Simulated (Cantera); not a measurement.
A diamond (100) surface in a fixed gas of H2 with x(CH4) = 0.026, x(H) = 0.0059, x(CH3) = 0.00044, at 1175 K; coverages are run to steady state.

Detailed kinetics in Cantera: the Harris–Goodwin 1993 mechanism for the reconstructed diamond (100) surface.

θ: site fractions in the mechanism's names (c6HH fully hydrogenated, c6H* and c6*H radical sites, c6** diradical, c6HM methylated).

```json
[
 {"P (Pa)": "870", "growth (µm/h)": "…", "θ c6HH": "0.456", "θ c6H*": "0.0355", "θ c6*H": "0.478", "θ c6**": "0.0259", "θ c6HM": "0.00226"},
 {"P (Pa)": "1500", "growth (µm/h)": "…", "θ c6HH": "0.455", "θ c6H*": "0.0354", "θ c6*H": "0.477", "θ c6**": "0.0258", "θ c6HM": "0.00360"},
 {"P (Pa)": "2500", "growth (µm/h)": "…", "θ c6HH": "0.454", "θ c6H*": "0.0353", "θ c6*H": "0.475", "θ c6**": "0.0258", "θ c6HM": "0.00536"},
 {"P (Pa)": "4300", "growth (µm/h)": "…", "θ c6HH": "0.453", "θ c6H*": "0.0352", "θ c6*H": "0.473", "θ c6**": "0.0257", "θ c6HM": "0.00772"},
 {"P (Pa)": "7300", "growth (µm/h)": "…", "θ c6HH": "0.451", "θ c6H*": "0.0351", "θ c6*H": "0.471", "θ c6**": "0.0256", "θ c6HM": "0.0103"},
 {"P (Pa)": "13000", "growth (µm/h)": "…", "θ c6HH": "0.449", "θ c6H*": "0.0350", "θ c6*H": "0.469", "θ c6**": "0.0254", "θ c6HM": "0.0131"},
 {"P (Pa)": "21000", "growth (µm/h)": "…", "θ c6HH": "0.447", "θ c6H*": "0.0350", "θ c6*H": "0.467", "θ c6**": "0.0254", "θ c6HM": "0.0151"},
 {"P (Pa)": "37000", "growth (µm/h)": "…", "θ c6HH": "0.446", "θ c6H*": "0.0351", "θ c6*H": "0.465", "θ c6**": "0.0253", "θ c6HM": "0.0169"}
]
```

Complete the blanks.


- 870, growth (µm/h): 0.621
- 1500, growth (µm/h): 1.47
- 2500, growth (µm/h): 3.32
- 4300, growth (µm/h): 7.73
- 7300, growth (µm/h): 16.9
- 13000, growth (µm/h): 37.2
- 21000, growth (µm/h): 68.3
- 37000, growth (µm/h): 133
